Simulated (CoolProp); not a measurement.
Properties of sulfur dioxide along the isobar 5360 kPa (Tc = 157.5 °C, pc = 7887 kPa, ω = 0.256).

Model: reference Helmholtz-energy equation of state, Gao 2016, in CoolProp.

```
T (°C)   phase  cp (kJ/(kg K))  expansivity (1/kK)
------  ------  --------------  ------------------
-50.65  liquid           1.361               1.577
-36.55  liquid           1.354               1.620
-22.55  liquid           1.352               1.674
-8.45   liquid           1.353               1.743
5.55    liquid           1.360               1.829
19.55   liquid           1.371               1.938
33.65   liquid           1.388               2.077
47.65   liquid           1.412               2.255
61.65   liquid           1.445               2.491
75.75   liquid           1.491               2.815
89.75   liquid           1.557               3.281
103.85  liquid           1.661               4.021
117.85  liquid           1.846               5.376
131.85  liquid           2.321               9.035
145.95     gas           1.646               10.47
159.95     gas           1.309               7.290
```
